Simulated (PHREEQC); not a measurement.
A column of 0.2 m (40 cells, dispersivity 0.007 m, 720 s a shift, diffusion coefficient 3e-10 m²/s) holds 0.033 eq of the database's cation exchanger X per kg of pore water, first in equilibrium with 0.017 mol NaCl, 0.00034 mol ZnSO4 and 1e-05 mol HCl per kg of water. It is flushed with 40 mmol/kgw NaCl and 0.01 mmol/kgw HCl, at 25 °C. Values are for the last cell. CO2 from the air is kept out. No solid was allowed to form.

Base run: PHREEQC, ion-association model, phreeqc.dat. Each further column changes one thing. The table gives Zn in solution (mol/kgw).

| pore volumes | base | exchange capacity from 0.033 to 0.017 eq/kgw | dispersivity from 0.007 to 0.014 m |
|---|---|---|---|
| 0 | 0.000340 | 0.000340 | 0.000340 |
| 0.5125 | 0.000346 | 0.000346 | 0.000378 |
| 0.8875 | 0.000714 | 0.000717 | 0.000795 |
| 1.387 | 0.00147 | 0.00136 | 0.00136 |
| 1.762 | 0.00152 | 0.00122 | 0.00140 |
| 2.263 | 0.00136 | 0.000948 | 0.00126 |
| 2.638 | 0.00121 | 0.000796 | 0.00113 |
| 3.138 | 0.00105 | 0.000650 | 0.000983 |
| 3.513 | 0.000941 | 0.000569 | 0.000891 |
| 4.013 | 0.000827 | 0.000486 | 0.000788 |
